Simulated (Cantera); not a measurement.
Charge: 1 mol TEOS, 0.31 mol O₃, equilibrated at 0.470 bar.

Cantera equilibrium calculation (NASA polynomials, part measured and part estimated; ideal gas, pure solids and liquids). Candidate condensed phases: C, C₆H₆, C₇H₈, C₈H₁₈, H₂O, Si, SiC, SiO₂; 123 gas species. The feed counts by its element totals alone. The tables hold silica as quartz up to 1696 K and as liquid above; real silica turns to tridymite and cristobalite and melts near 1996 K. Gases not in the tables: Si₂H₆ and higher silanes. Rates play no part.

### Question
Which condensed phases are stable at each of these points (T (°C)): 975, 1125, 1275, 1425, 1575, 1725, 1875?

### Answer
| T (°C) | condensed phases | Si condensed (%) |
|---|---|---|
| 975 | C(graphite) + SiO₂(β-quartz) | 100.0 |
| 1125 | C(graphite) + SiO₂(β-quartz) | 100.0 |
| 1275 | C(graphite) + SiO₂(β-quartz) | 99.9 |
| 1425 | C(graphite) + SiC(s) | 98.0 |
| 1575 | C(graphite) + SiC(s) | 96.9 |
| 1725 | C(graphite) + SiC(s) | 95.5 |
| 1875 | C(graphite) + SiC(s) | 93.7 |

From 975 °C to 1275 °C the condensed part is C(graphite) + SiO₂(β-quartz). From 1425 °C to 1875 °C the condensed part is C(graphite) + SiC(s).
